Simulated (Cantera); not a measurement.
A Cantera script and what it prints.

```python
import numpy as np
import cantera as ct

gas_names = [...]  # 114 gases of nasa_gas.yaml made of C, Fe, H, O
cond_names = """
    C(gr) C6H6(L) C7H8(L) C8H18(L),n-octa Fe(a) Fe(c) Fe(d) Fe(L) FeC5O5(L) FeO(s) FeO(L) Fe(OH)2(s)
    Fe(OH)3(s) Fe2O3(s) Fe3O4(s) H2O(s) H2O(L)
""".split()


# ... load() reads the species with a 1 bar reference pressure and builds the phases ...
atoms = {
    'Fe2O3': {'Fe': 2, 'O': 3},
    'CO': {'C': 1, 'O': 1},
    'H2': {'H': 2},
    'CH4': {'C': 1, 'H': 4},
}
top_T = {'C(gr)': 4500, 'Fe2O3(s)': 1830, 'Fe3O4(s)': 1870}  # K; cautious upper limits of use, not melting points


# ... equilibrate(T, P, feed) seeds the gas with the atoms and calls Mixture.equilibrate('TP', solver="vcs", rtol=1e-11, max_steps=5000) ...
results = []
feed = {'Fe2O3': 1, 'CO': 11, 'H2': 0.44, 'CH4': 0.5}  # mol
P = 1000  # Pa
for T in [1250, 1325, 1400, 1475, 1550, 1625, 1700, 1775]:
    mix = equilibrate(T, P, feed)
    results.append((T, P, feed, dict(zip(mix.species_names, mix.species_moles))))

top = {s: max(r[3][s] / sum(r[3][g] for g in gas_names) for r in results) for s in gas_names}
cols = sorted((s for s in top if top[s] > 0.001), key=lambda s: -top[s])[:8]
seen = [c for c in cond_names if any(r[3].get(c, 0) > 1e-12 for r in results)]
print("log10 of partial pressures in bar; condensed amounts in mol")
print(f"{'T/K':>10s}" + "".join(f"{s[:9]:>10s}" for s in cols + seen))
for T, P, feed, n in results:
    ng = sum(n[g] for g in gas_names)
    print(f"{T:10.4g}" + "".join(f"{np.log10(max(n[s] / ng * P / 1e5, 1e-99)):10.3f}" for s in cols)
          + "".join(f"{n.get(c, 0):10.4g}" for c in seen))
```

Output:

```
log10 of partial pressures in bar; condensed amounts in mol
       T/K        CO       CO2        H2       H2O        Fe     Fe(c)     Fe(d)    FeO(s)    FeO(L)
      1250    -2.128    -2.841    -3.068    -3.587    -9.606     1.699         0    0.3009         0
      1325    -2.124    -2.863    -3.081    -3.549    -8.659      1.64         0    0.3604         0
      1400    -2.120    -2.883    -3.092    -3.518    -7.815     1.587         0    0.4128         0
      1475    -2.117    -2.902    -3.102    -3.492    -7.059      1.54         0    0.4596         0
      1550    -2.115    -2.919    -3.112    -3.470    -6.378     1.498         0    0.5016         0
      1625    -2.112    -2.935    -3.121    -3.451    -5.761     1.458         0    0.5397         0
      1700    -2.107    -2.970    -3.122    -3.451    -5.201         0     1.339         0    0.6532
      1775    -2.103    -3.012    -3.120    -3.459    -4.691         0     1.187         0     0.786
```

Method: chemical equilibrium by Gibbs-energy minimisation in Cantera with the NASA 1993 tables (ideal gas, pure condensed phases). Mutual solubility and eutectic melting of coexisting phases are not modelled. The tables' stoichiometric FeO is somewhat more stable than real wüstite, so its field is too wide. FeO: taken at fixed stoichiometry.
